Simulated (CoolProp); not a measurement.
Properties of chlorine along the isotherm 150.75 °C.

The numbers come from the reference Helmholtz-energy equation of state, Thol 2021 in CoolProp.

| p (kPa) | phase | density (kg/m³) | cp (kJ/(kg K)) | Joule-Thomson coefficient (K/MPa) | isothermal compressibility (1/MPa) |
|---|---|---|---|---|---|
| 1250 | gas | 26.50 | 0.5480 | 12.61 | 0.8448 |
| 2500 | gas | 56.31 | … | 12.71 | 0.4523 |
| 3750 | gas | 90.77 | 0.7052 | 12.80 | 0.3303 |
| 5000 | gas | 132.4 | 0.8572 | 12.87 | … |
| 6250 | gas | 187.3 | 1.164 | 12.83 | 0.2802 |
| 7500 | gas | 276.9 | 2.222 | 12.28 | 0.3802 |
| 8750 | supercritical | 733.6 | … | 5.511 | 0.3430 |
| 10000 | supercritical | 858.4 | 1.975 | 2.694 | 0.05973 |
| 11200 | supercritical | 905.6 | 1.593 | … | 0.03434 |
| 12500 | supercritical | 939.7 | … | 1.454 | … |
| 13800 | supercritical | 965.7 | 1.312 | 1.167 | 0.01851 |
| 15000 | supercritical | 985.4 | 1.248 | 0.9771 | 0.01540 |
| 16200 | supercritical | 1002 | 1.200 | 0.8308 | 0.01323 |
| 17500 | supercritical | 1019 | 1.161 | 0.7048 | 0.01151 |
| 18800 | supercritical | 1033 | 1.129 | 0.6022 | 0.01020 |
| 20000 | supercritical | 1045 | 1.105 | 0.5227 | 0.009252 |

Problem. Some entries are withheld; supply them.

Solution. 
- 2500, cp (kJ/(kg K)): 0.6120
- 5000, isothermal compressibility (1/MPa): 0.2824
- 8750, cp (kJ/(kg K)): 5.258
- 11200, Joule-Thomson coefficient (K/MPa): 1.906
- 12500, cp (kJ/(kg K)): 1.414
- 12500, isothermal compressibility (1/MPa): 0.02391

The peak of cp marks the crossing from liquid-like to gas-like fluid above the critical point.
